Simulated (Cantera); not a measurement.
## Premixed flame

A freely propagating, adiabatic, planar premixed flame of CO : H₂ : O₂ : N₂ = 1 : 0.27 : 0.69 : 2.62 (molar parts), unburnt at 523 K and 13300 Pa; unity-Lewis-number transport, grid criteria slope 0.08 and curve 0.16, no radiation.

Detailed kinetics in Cantera: GRI-Mech 3.0 (53 species, 325 reactions). Unity Lewis numbers drop preferential diffusion, which matters most where H2 and H carry the flame. Burning velocities carry a grid error of a few per cent, more on coarse grids.

| z (mm) | T (K) | u (m/s) | x CO | x H₂ | x O₂ | x OH | x CO₂ | x H₂O₂ |
|---|---|---|---|---|---|---|---|---|
| -18.6 | 523 | 1.17 | 0.218 | 0.0590 | 0.151 | <1e-8 | <1e-8 | <1e-8 |
| -12.4 | 523 | 1.17 | 0.218 | 0.0590 | 0.151 | <1e-8 | 3.19e-8 | <1e-8 |
| -9.28 | 523 | 1.17 | 0.218 | 0.0590 | 0.151 | <1e-8 | 4.64e-7 | <1e-8 |
| -6.19 | 523 | 1.17 | 0.218 | 0.0589 | 0.151 | <1e-8 | 8.55e-6 | 1.25e-8 |
| -3.09 | 532 | 1.18 | 0.218 | 0.0586 | 0.150 | 8.71e-8 | 0.000613 | 7.25e-7 |
| -1.55 | 661 | 1.46 | 0.210 | 0.0525 | 0.143 | 7.97e-5 | 0.0102 | 1.60e-6 |
| 0 | 1073 | 2.32 | 0.165 | 0.0169 | 0.104 | 0.00148 | 0.0598 | 3.78e-7 |
| 1.55 | 1343 | 2.86 | 0.114 | 0.00570 | 0.0694 | 0.00342 | 0.114 | 2.47e-7 |
| 3.09 | 1483 | 3.13 | 0.0922 | 0.00667 | 0.0579 | 0.00496 | 0.139 | 1.90e-7 |
| 6.19 | 1627 | 3.39 | 0.0851 | 0.00706 | 0.0536 | 0.00653 | 0.148 | 1.24e-7 |
| 12.4 | 1773 | 3.65 | 0.0828 | 0.00645 | 0.0518 | 0.00771 | 0.153 | 6.78e-8 |
| 24.8 | 1918 | 3.91 | 0.0771 | 0.00548 | 0.0488 | 0.00835 | 0.162 | 3.62e-8 |
| 49.5 | 2054 | 4.14 | 0.0686 | 0.00442 | 0.0449 | 0.00839 | 0.173 | 2.10e-8 |
x: mole fraction of selected species; z is measured from the peak of heat release.

```
Quantity                     Value
------------------------  --------
laminar burning velocity  117 cm/s
thermal thickness          6.19 mm
peak x(OH)                 0.00845
peak x(H₂O₂)               1.98e-6
grid points                    160
```
